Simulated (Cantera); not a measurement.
An adiabatic, constant-volume homogeneous reactor starts with C3H8 : O2 : N2 = 1 : 9.26 : 34.8 (molar parts), at 1175 K and 18.0 bar. Integrator tolerance rtol = 1e-08.

Computed with Cantera and GRI-Mech 3.0 (53 species, 325 reactions). GRI-Mech 3.0 was tuned for natural gas; its chemistry of propane as a main component is partial and can be far from experiment. The pressure lies above the range GRI-Mech 3.0 was tuned for (to about 10 atm).

Problem. What does this change do: constant pressure in place of constant volume?

Solution. 
```
quantity                                                              before                                      after
---------------------------------  -----------------------------------------  -----------------------------------------
time of steepest temperature rise                                    1.42 ms                                    1.48 ms
temperature at 0.400 s                                                2555 K                                     2296 K
equilibrium temperature                                               2555 K                                     2296 K
x(C3H8) at 0.400 s                     <1e-12 (gas-phase equilibrium <1e-12)      <1e-12 (gas-phase equilibrium <1e-12)
x(O2) at 0.400 s                       0.0838 (gas-phase equilibrium 0.0838)      0.0870 (gas-phase equilibrium 0.0870)
x(O) at 0.400 s                    0.000866 (gas-phase equilibrium 0.000866)  0.000340 (gas-phase equilibrium 0.000340)
x(NO2) at 0.400 s                    5.23e-5 (gas-phase equilibrium 5.23e-5)    3.00e-5 (gas-phase equilibrium 3.00e-5)
x(H2O) at 0.400 s                      0.0837 (gas-phase equilibrium 0.0837)      0.0853 (gas-phase equilibrium 0.0853)
x(CH4) at 0.400 s                      <1e-12 (gas-phase equilibrium <1e-12)      <1e-12 (gas-phase equilibrium <1e-12)
```
